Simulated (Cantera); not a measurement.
Feed: 1 mol C2H2, 0.15 mol H2O, 0.48 mol N2, held at 2502 °C and 0.233 Torr.

These are equilibrium values from Cantera (NASA tables, ideal gas, pure condensed phases), not measurements of a reactor. Candidate condensed phases: C, C6H6, C7H8, C8H18, H2O; 136 gas species. Rates play no part.

Base state: H 0.662, N2 0.138, C3 0.0747, CO 0.0472, H2 0.0243, CN 0.0170, C 0.0161, HCN 0.00761 (mole fractions); condensed: C(graphite).

Task: What changes in the equilibrium state with this change: H2O from 0.15 to 1 mol?

Result: 
```json
[
 {"species": "H", "before": "0.662", "after": "0.646"},
 {"species": "CO", "before": "0.0472", "after": "0.175"},
 {"species": "N2", "before": "0.138", "after": "0.0760"},
 {"species": "C3", "before": "0.0747", "after": "0.0432"},
 {"species": "CN", "before": "0.0170", "after": "0.0105"},
 {"species": "C", "before": "0.0161", "after": "0.0134"},
 {"species": "H2", "before": "0.0243", "after": "0.0231"},
 {"species": "C2N2", "before": "4.74e-5", "after": "1.81e-5"},
 {"species": "C5", "before": "0.000654", "after": "0.000263"},
 {"species": "C4", "before": "0.000126", "after": "6.10e-5"},
 {"species": "CNC", "before": "1.86e-5", "after": "9.58e-6"},
 {"species": "C(graphite), mol", "before": "0.926", "after": "0"}
]
```

Task: What changes in the equilibrium state with this change: 0.028 mol H2S added?

Result: 
```csv
species,before,after
H,0.662,0.660
N2,0.138,0.134
C3,0.0747,0.0747
CS,0,0.00826
CO,0.0472,0.0459
CN,0.0170,0.0167
H2,0.0243,0.0241
C,0.0161,0.0161
S,0,0.000299
C2N2,4.74e-5,4.60e-5
HNC,0.00118,0.00116
HCN,0.00761,0.00747
"C(graphite), mol",0.926,0.874
```
Further candidate phases: H2SO4, S.
